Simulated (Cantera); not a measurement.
Input: 1 mol MgO, 4.4 mol C, 16 mol H₂, equilibrated at 0.0470 bar.

Method: chemical equilibrium by Gibbs-energy minimisation in Cantera with the NASA 1993 tables (ideal gas, pure condensed phases). Candidate condensed phases: C, C₆H₆, C₇H₈, C₈H₁₈, H₂O, Mg, MgCO₃, MgO, Mg(OH)₂; 116 gas species. The tables' values for MgH are old estimates; treat these amounts as uncertain. Equilibrium is a limit: real reactors are often held back by kinetics, nucleation or transport.

log p: log10 of the partial pressure in bar; n: condensed amount in mol.

```json
[
 {"T (°C)": "1427", "log p H₂": "-1.38", "log p H": "-4.52", "log p CO": "-2.58", "log p Mg": "-2.58", "log p C₂H₂ (acetylene)": "-5.51", "log p MgH": "-5.18", "log p CH₄": "-5.72", "n C(graphite)": "3.40"},
 {"T (°C)": "1502", "log p H₂": "-1.38", "log p H": "-4.23", "log p CO": "-2.58", "log p Mg": "-2.58", "log p C₂H₂ (acetylene)": "-5.23", "log p MgH": "-5.15", "log p CH₄": "-5.84", "n C(graphite)": "3.39"},
 {"T (°C)": "1577", "log p H₂": "-1.38", "log p H": "…", "log p CO": "-2.58", "log p Mg": "-2.58", "log p C₂H₂ (acetylene)": "…", "log p MgH": "-5.13", "log p CH₄": "…", "n C(graphite)": "3.39"},
 {"T (°C)": "1652", "log p H₂": "-1.38", "log p H": "-3.71", "log p CO": "-2.58", "log p Mg": "-2.59", "log p C₂H₂ (acetylene)": "-4.72", "log p MgH": "-5.11", "log p CH₄": "-6.04", "n C(graphite)": "3.38"},
 {"T (°C)": "1727", "log p H₂": "-1.38", "log p H": "-3.48", "log p CO": "-2.58", "log p Mg": "-2.59", "log p C₂H₂ (acetylene)": "-4.50", "log p MgH": "-5.09", "log p CH₄": "-6.14", "n C(graphite)": "3.38"},
 {"T (°C)": "1802", "log p H₂": "-1.38", "log p H": "-3.27", "log p CO": "-2.59", "log p Mg": "-2.59", "log p C₂H₂ (acetylene)": "-4.29", "log p MgH": "-5.07", "log p CH₄": "-6.23", "n C(graphite)": "3.36"},
 {"T (°C)": "1877", "log p H₂": "-1.39", "log p H": "-3.07", "log p CO": "-2.59", "log p Mg": "-2.59", "log p C₂H₂ (acetylene)": "-4.10", "log p MgH": "-5.05", "log p CH₄": "-6.31", "n C(graphite)": "3.34"},
 {"T (°C)": "1952", "log p H₂": "-1.39", "log p H": "-2.89", "log p CO": "-2.59", "log p Mg": "-2.59", "log p C₂H₂ (acetylene)": "-3.93", "log p MgH": "-5.04", "log p CH₄": "-6.39", "n C(graphite)": "3.31"},
 {"T (°C)": "2027", "log p H₂": "-1.40", "log p H": "…", "log p CO": "-2.59", "log p Mg": "-2.59", "log p C₂H₂ (acetylene)": "…", "log p MgH": "-5.03", "log p CH₄": "…", "n C(graphite)": "3.26"},
 {"T (°C)": "2102", "log p H₂": "-1.41", "log p H": "-2.56", "log p CO": "-2.60", "log p Mg": "-2.60", "log p C₂H₂ (acetylene)": "-3.62", "log p MgH": "-5.03", "log p CH₄": "-6.55", "n C(graphite)": "3.21"}
]
```

Task: Complete the blanks.

Result: 
- 1577, log p H: -3.96
- 1577, log p C₂H₂ (acetylene): -4.96
- 1577, log p CH₄: -5.94
- 2027, log p H: -2.71
- 2027, log p C₂H₂ (acetylene): -3.76
- 2027, log p CH₄: -6.47
